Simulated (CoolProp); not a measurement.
Saturation properties of carbon monoxide (Tc = 132.9 K, pc = 3.498 MPa, ω = 0.050).

Model: reference Helmholtz-energy equation of state, Lemmon 2006, in CoolProp. It is a short technical equation, of lower accuracy than the large ones.

| T (K) | p (MPa) | liquid density (kg/m³) | vapour density (kg/m³) | enthalpy of vaporisation (kJ/kg) |
|---|---|---|---|---|
| 94.6 | 0.3566 | 733.1 | 14.12 | 194.4 |
| 98 | 0.4681 | 715.9 | 18.32 | 188.2 |
| 101.3 | 0.5986 | 698.4 | 23.27 | 181.6 |
| 104.7 | 0.7587 | 679.4 | 29.43 | 174.2 |
| 108.1 | 0.9475 | 659.3 | 36.90 | 166.0 |
| 111.4 | 1.161 | 638.4 | 45.66 | 157.3 |
| 114.8 | 1.415 | 615.1 | 56.65 | 147.2 |
| 118.2 | 1.706 | 589.4 | 70.22 | 135.7 |
| 121.6 | 2.038 | 560.5 | 87.38 | 122.3 |
| 124.9 | 2.404 | 527.6 | 109.2 | 106.7 |
| 128.3 | 2.830 | 484.8 | 141.3 | 85.88 |

It boils at 81.6 K under 1 atm.
